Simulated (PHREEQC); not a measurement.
**Phosphoric acid bath: an equilibrium model**

Dissolve 0.033 mol/kgw H3PO4, 0.018 mol/kgw HNO3 and 0.012 mol/kgw NiSO4 at 20 °C. Closed to the air; pH follows from the charge balance.

The numbers come from PHREEQC with the ion-association model, wateq4f.dat.

Each row changes one thing in this solution. This is a speciation only: nothing precipitates in the calculation.

```tsv
case	pH	ionic strength (mol/kgw)	H3PO4 (mol/kgw)	H2PO4- (mol/kgw)	Ni+2 (mol/kgw)	SO4-2 (mol/kgw)	SI of Morenosite (NiSO4:7H2O)
as made	1.70	0.0589	0.0227	0.0103	0.0101	0.00521	-2.60
diluted 100-fold with water	3.33	0.000955	1.96e-5	0.000310	0.000118	0.000114	-5.59
diluted 10-fold with water	2.45	0.00810	0.00102	0.00228	0.00111	0.000899	-3.93
temperature from 20 to 65 °C	1.79	0.0538	0.0246	0.00844	0.0104	0.00322	-3.12
0.0037 mol/kgw Na2SO4 added	1.72	0.0659	0.0224	0.0106	0.00971	0.00708	-2.51
temperature from 20 to 75 °C	1.81	0.0529	0.0248	?	0.0106	0.00279	-3.25
HNO3 from 0.018 to 0.0036 mol/kgw	1.92	0.0491	0.0190	0.0140	0.00967	0.00607	-2.51
NiSO4 from 0.012 to 0.0012 mol/kgw	?	0.0303	?	0.00890	0.00117	0.000519	-4.38
```

Q: What belongs in the gaps?

A: 
- temperature from 20 to 75 °C, H2PO4- (mol/kgw): 0.00819
- NiSO4 from 0.012 to 0.0012 mol/kgw, pH: 1.64
- NiSO4 from 0.012 to 0.0012 mol/kgw, H3PO4 (mol/kgw): 0.0241

Species that the database lacks are ignored. H3PO4, which wateq4f.dat lacks, is added to it with the constant of phreeqc.dat. At this temperature some constants are extrapolated from 25 °C, and those without enthalpy data are left unchanged. The database has no phosphate complexes of Ni.
